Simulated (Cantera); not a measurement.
What does this Cantera script print?

```python
import numpy as np
import cantera as ct

gas_names = """
    H HO2 H2 H2O H2O2 O OH O2 O3 Ta TaO TaO2
""".split()
cond_names = """
    H2O(s) H2O(L) Ta(cr) Ta(L) Ta2O5(s) Ta2O5(L)
""".split()


# ... load() reads the species with a 1 bar reference pressure and builds the phases ...
atoms = {
    'Ta2O5': {'Ta': 2, 'O': 5},
    'H2': {'H': 2},
}
top_T = {}  # K; cautious upper limits of use, not melting points


# ... equilibrate(T, P, feed) seeds the gas with the atoms and calls Mixture.equilibrate('TP', solver="vcs", rtol=1e-11, max_steps=5000) ...
results = []
feed = {'Ta2O5': 1, 'H2': 350}  # mol
P = 47000  # Pa
for T in [850, 875, 900, 925, 950, 975, 1000, 1025, 1050, 1075, 1100, 1125]:
    mix = equilibrate(T, P, feed)
    results.append((T, P, feed, dict(zip(mix.species_names, mix.species_moles))))
    x = sorted(zip(gas.X, gas.species_names), reverse=True)
    print(f"T = {T:g} K  P = {P:g} Pa  gas = {mix.phase_moles(0):.4g} mol")
    print("   x: " + "  ".join(f"{s} {v:.3e}" for v, s in x if v > 0.001))
    print("   condensed (mol): " + ("  ".join(f"{mix.phase(i).name} {mix.phase_moles(i):.4g}"
          for i in range(1, mix.n_phases) if mix.phase_moles(i) > 1e-12) or "none"))
```

Result:

```
T = 850 K  P = 47000 Pa  gas = 350 mol
   x: H2 1.000e+00
   condensed (mol): Ta(cr) 9.447e-07  Ta2O5(s) 1
T = 875 K  P = 47000 Pa  gas = 350 mol
   x: H2 1.000e+00
   condensed (mol): Ta(cr) 1.797e-06  Ta2O5(s) 1
T = 900 K  P = 47000 Pa  gas = 350 mol
   x: H2 1.000e+00
   condensed (mol): Ta(cr) 3.295e-06  Ta2O5(s) 1
T = 925 K  P = 47000 Pa  gas = 350 mol
   x: H2 1.000e+00
   condensed (mol): Ta(cr) 5.839e-06  Ta2O5(s) 1
T = 950 K  P = 47000 Pa  gas = 350 mol
   x: H2 1.000e+00
   condensed (mol): Ta(cr) 1.003e-05  Ta2O5(s) 1
T = 975 K  P = 47000 Pa  gas = 350 mol
   x: H2 1.000e+00
   condensed (mol): Ta(cr) 1.673e-05  Ta2O5(s) 1
T = 1000 K  P = 47000 Pa  gas = 350 mol
   x: H2 1.000e+00
   condensed (mol): Ta(cr) 2.717e-05  Ta2O5(s) 1
T = 1025 K  P = 47000 Pa  gas = 350 mol
   x: H2 1.000e+00
   condensed (mol): Ta(cr) 4.306e-05  Ta2O5(s) 1
T = 1050 K  P = 47000 Pa  gas = 350 mol
   x: H2 1.000e+00
   condensed (mol): Ta(cr) 6.668e-05  Ta2O5(s) 1
T = 1075 K  P = 47000 Pa  gas = 350 mol
   x: H2 1.000e+00
   condensed (mol): Ta(cr) 0.0001011  Ta2O5(s) 0.9999
T = 1100 K  P = 47000 Pa  gas = 350 mol
   x: H2 1.000e+00
   condensed (mol): Ta(cr) 0.0001503  Ta2O5(s) 0.9999
T = 1125 K  P = 47000 Pa  gas = 350 mol
   x: H2 1.000e+00
   condensed (mol): Ta(cr) 0.0002193  Ta2O5(s) 0.9999
```

Equilibrium computed with Cantera from the NASA thermochemical tables; the gas is ideal and each condensed phase is pure. Mutual solubility and eutectic melting of coexisting phases are not modelled. Condensed phases not in the tables: N, O or C dissolved in the metal.
